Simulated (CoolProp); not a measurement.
Propylene at 322.48 K and 0.136 MPa flows at 10 m/s in a round tube of 20 mm bore and 1.5 µm roughness, fully developed (64/Re and Nu = 3.66 if laminar; Colebrook and Gnielinski if turbulent). Each further row changes one setting.

Model: reference Helmholtz-energy equation of state, Lemmon 2013, in CoolProp.

```tsv
case	Reynolds number	Darcy friction factor	pressure drop (Pa/m)	heat-transfer coefficient (W/(m² K))	mass flow (kg/h)
as stated	46700	0.0215	…	…	…
velocity 20 m/s	93400	…	404	181	49.0
diameter 40 mm	93400	0.0184	…	…	98.0
```

Q: Some entries are withheld; supply them.

A: 
- as stated, pressure drop (Pa/m): 116
- as stated, heat-transfer coefficient (W/(m² K)): 104
- as stated, mass flow (kg/h): 24.5
- velocity 20 m/s, Darcy friction factor: 0.0186
- diameter 40 mm, pressure drop (Pa/m): 50.0
- diameter 40 mm, heat-transfer coefficient (W/(m² K)): 89.8

Viscosity comes from a separate model (Huber 2003), an estimate that may be off by 10 % or more. Thermal conductivity comes from a separate model (Huber 2003), an estimate that may be off by 10 % or more.
